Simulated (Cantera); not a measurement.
## Dilute partial oxidation

A perfectly stirred reactor is fed with 2.75 % CH2O, 2.56 % O2, 94.7 % N2, at 870000 Pa; it is held at 1375 K, and followed from long to short residence time.

Computed with Cantera and GRI-Mech 3.0 (53 species, 325 reactions). The temperature is held fixed by assumption; the heat of reaction is taken as removed at once.

| τ (s) | x CH2O | x O2 | x OH | x C2H | x CO |
|---|---|---|---|---|---|
| 2.7 | 4.33e-7 | 1.80e-5 | 4.27e-6 | <1e-12 | 0.00255 |
| 0.97 | 7.45e-7 | 3.13e-5 | 6.95e-6 | <1e-12 | 0.00258 |
| 0.35 | 1.28e-6 | 5.51e-5 | 1.13e-5 | <1e-12 | 0.00264 |
| 0.13 | 2.20e-6 | 9.81e-5 | 1.80e-5 | <1e-12 | 0.00274 |
| 0.045 | 3.99e-6 | 0.000189 | 2.92e-5 | <1e-12 | 0.00294 |
| 0.016 | 7.38e-6 | 0.000376 | 4.58e-5 | <1e-12 | 0.00333 |
| 0.0059 | 1.39e-5 | 0.000760 | 6.81e-5 | <1e-12 | 0.00410 |
| 0.0021 | 2.82e-5 | 0.00160 | 9.69e-5 | <1e-12 | 0.00571 |
x: mole fraction; the columns are a selection and need not sum to one.
